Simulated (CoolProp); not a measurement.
The numbers come from the reference Helmholtz-energy equation of state, Span 1996 in CoolProp.

Problem. Give the vapour pressure (kPa), enthalpy of vaporisation (kJ/kg), liquid cp (kJ/(kg K)), liquid viscosity (µPa s) of saturated carbon dioxide at -18.65, 7.15 °C.

Solution. 
| T (°C) | p (kPa) | enthalpy of vaporisation (kJ/kg) | liquid cp (kJ/(kg K)) | liquid viscosity (µPa s) |
|---|---|---|---|---|
| -18.65 | 2050 | 279 | 2.18 | 137 |
| 7.15 | 4190 | 208 | 2.83 | 88.3 |

Viscosity comes from a separate model (Laesecke 2017).
